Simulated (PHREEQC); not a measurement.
0.032 g of hydrous ferric oxide (600 m²/g; 0.2 weak and 0.005 strong sites per Fe, Dzombak-Morel constants, diffuse double layer) in 1 kg of water with 0.01 mol/kgw of an inert sodium salt and 3.4e-05 mol MnCl2, at 25 °C; the pH is set by adding NaOH or the inert anion's acid. The system is closed to oxygen. No CO2 enters from the air. Precipitation was switched off in this run.

The series has 13 steps of pH, from 4 to 10.

Model: ion-association model, wateq4f.dat, run in PHREEQC.

Task: Near which pH is half of the Mn sorbed, and on which side is more sorbed?

Result: Near pH 8.3, with more sorbed at higher pH.

Task: At which pH does the surface charge pass through zero?

Result: Near pH 9.2.
